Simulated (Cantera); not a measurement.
Input (Python, Cantera) and output of one run.

```python
import numpy as np
import cantera as ct

gas_names = """
    C CO CO2 C2 C2O C3 C3O2 C4 C5 O O2 O3 Ta TaO TaO2
""".split()
cond_names = """
    C(gr) Ta(cr) Ta(L) TaC(s) TaC(L) Ta2O5(s) Ta2O5(L)
""".split()


# ... load() reads the species with a 1 bar reference pressure and builds the phases ...
atoms = {
    'Ta2O5': {'Ta': 2, 'O': 5},
    'CO': {'C': 1, 'O': 1},
}
top_T = {'C(gr)': 4500}  # K; cautious upper limits of use, not melting points


# ... equilibrate(T, P, feed) seeds the gas with the atoms and calls Mixture.equilibrate('TP', solver="vcs", rtol=1e-11, max_steps=5000) ...
results = []
feed = {'Ta2O5': 1, 'CO': 2.2}  # mol
P = 13332.2  # Pa
for T in [900, 950, 1000, 1050, 1100, 1150, 1200, 1250, 1300, 1350, 1400, 1450, 1500]:
    mix = equilibrate(T, P, feed)
    results.append((T, P, feed, dict(zip(mix.species_names, mix.species_moles))))
    x = sorted(zip(gas.X, gas.species_names), reverse=True)
    print(f"T = {T:g} K  P = {P:g} Pa  gas = {mix.phase_moles(0):.4g} mol")
    print("   x: " + "  ".join(f"{s} {v:.3e}" for v, s in x if v > 1e-06))
    print("   condensed (mol): " + ("  ".join(f"{mix.phase(i).name} {mix.phase_moles(i):.4g}"
          for i in range(1, mix.n_phases) if mix.phase_moles(i) > 1e-12) or "none"))
```

Result:

```
T = 900 K  P = 13332.2 Pa  gas = 1.652 mol
   x: CO 6.679e-01  CO2 3.321e-01
   condensed (mol): C(gr) 0.5485  Ta2O5(s) 1
T = 950 K  P = 13332.2 Pa  gas = 1.9 mol
   x: CO 8.419e-01  CO2 1.581e-01
   condensed (mol): C(gr) 0.3004  Ta2O5(s) 1
T = 1000 K  P = 13332.2 Pa  gas = 2.064 mol
   x: CO 9.340e-01  CO2 6.598e-02
   condensed (mol): C(gr) 0.1362  Ta2O5(s) 1
T = 1050 K  P = 13332.2 Pa  gas = 2.142 mol
   x: CO 9.730e-01  CO2 2.698e-02
   condensed (mol): C(gr) 0.05781  Ta2O5(s) 1
T = 1100 K  P = 13332.2 Pa  gas = 2.175 mol
   x: CO 9.885e-01  CO2 1.150e-02
   condensed (mol): C(gr) 0.02501  Ta2O5(s) 1
T = 1150 K  P = 13332.2 Pa  gas = 2.189 mol
   x: CO 9.948e-01  CO2 5.205e-03
   condensed (mol): C(gr) 0.01139  Ta2O5(s) 1
T = 1200 K  P = 13332.2 Pa  gas = 2.194 mol
   x: CO 9.975e-01  CO2 2.507e-03
   condensed (mol): C(gr) 0.005502  Ta2O5(s) 1
T = 1250 K  P = 13332.2 Pa  gas = 2.197 mol
   x: CO 9.987e-01  CO2 1.280e-03
   condensed (mol): C(gr) 0.002812  Ta2O5(s) 1
T = 1300 K  P = 13332.2 Pa  gas = 2.199 mol
   x: CO 9.988e-01  CO2 1.192e-03
   condensed (mol): TaC(s) 0.0007487  Ta2O5(s) 0.9996
T = 1350 K  P = 13332.2 Pa  gas = 2.199 mol
   x: CO 9.988e-01  CO2 1.184e-03
   condensed (mol): TaC(s) 0.0007441  Ta2O5(s) 0.9996
T = 1400 K  P = 13332.2 Pa  gas = 2.199 mol
   x: CO 9.988e-01  CO2 1.178e-03
   condensed (mol): TaC(s) 0.0007399  Ta2O5(s) 0.9996
T = 1450 K  P = 13332.2 Pa  gas = 2.199 mol
   x: CO 9.988e-01  CO2 1.172e-03
   condensed (mol): TaC(s) 0.0007362  Ta2O5(s) 0.9996
T = 1500 K  P = 13332.2 Pa  gas = 2.199 mol
   x: CO 9.988e-01  CO2 1.166e-03
   condensed (mol): TaC(s) 0.0007328  Ta2O5(s) 0.9996
```

Equilibrium computed with Cantera from the NASA thermochemical tables; the gas is ideal and each condensed phase is pure. Mutual solubility and eutectic melting of coexisting phases are not modelled. TaC: taken at fixed stoichiometry. Condensed phases not in the tables: Ta2C.
